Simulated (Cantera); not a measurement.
A perfectly stirred reactor is fed with NH3 : H2 = 1 : 2.4 (molar parts), at 760 Torr; it is held at 2223 K, and followed from long to short residence time.

Detailed kinetics in Cantera: the gas-phase N/H chemistry of the illustrative SiF4/NH3 mechanism in the Surface Chemkin manual (1991). Walls and surfaces, which speed up NH3 decomposition in real reactors, are not modelled.

**Question.** What does this change do: pressure from 760 Torr to 100.0 Torr?

**Answer.** 
```
quantity                  before     after
----------------------  --------  --------
x(NH3) at τ = 5.70 s    0.000772  0.000420
x(H2) at τ = 5.70 s        0.880     0.872
x(N2H2) at τ = 5.70 s    1.52e-9   5.27e-9
x(NH) at τ = 5.70 s      2.65e-6   9.02e-6
x(N2H4) at τ = 5.70 s   2.43e-11  5.88e-12
x(NH3) at τ = 82.0 ms     0.0142    0.0761
x(H2) at τ = 82.0 ms       0.874     0.837
x(N2H2) at τ = 82.0 ms   1.31e-7   9.43e-7
x(NH) at τ = 82.0 ms     1.79e-5   3.45e-5
x(N2H4) at τ = 82.0 ms   3.06e-9   4.25e-9
```

**Question.** What does this change do: H2 2.4 to 0.92 parts?

**Answer.** 
| quantity | before | after |
|---|---|---|
| x(NH3) at τ = 5.70 s | 0.000772 | 0.000907 |
| x(H2) at τ = 5.70 s | 0.880 | 0.823 |
| x(N2H2) at τ = 5.70 s | 1.52e-9 | 2.28e-9 |
| x(NH) at τ = 5.70 s | 2.65e-6 | 3.27e-6 |
| x(N2H4) at τ = 5.70 s | 2.43e-11 | 3.53e-11 |
| x(NH3) at τ = 82.0 ms | 0.0142 | 0.0217 |
| x(H2) at τ = 82.0 ms | 0.874 | 0.811 |
| x(N2H2) at τ = 82.0 ms | 1.31e-7 | 2.11e-7 |
| x(NH) at τ = 82.0 ms | 1.79e-5 | 2.08e-5 |
| x(N2H4) at τ = 82.0 ms | 3.06e-9 | 5.46e-9 |

**Question.** What does this change do: pressure from 760 Torr to 33.0 Torr?

**Answer.** 
```csv
quantity,before,after
x(NH3) at τ = 5.70 s,0.000772,0.000512
x(H2) at τ = 5.70 s,0.880,0.869
x(N2H2) at τ = 5.70 s,1.52e-9,1.28e-8
x(NH) at τ = 5.70 s,2.65e-6,1.60e-5
x(N2H4) at τ = 5.70 s,2.43e-11,4.20e-12
x(NH3) at τ = 82.0 ms,0.0142,0.146
x(H2) at τ = 82.0 ms,0.874,0.794
x(N2H2) at τ = 82.0 ms,1.31e-7,2.10e-6
x(NH) at τ = 82.0 ms,1.79e-5,4.43e-5
x(N2H4) at τ = 82.0 ms,3.06e-9,3.54e-9
```
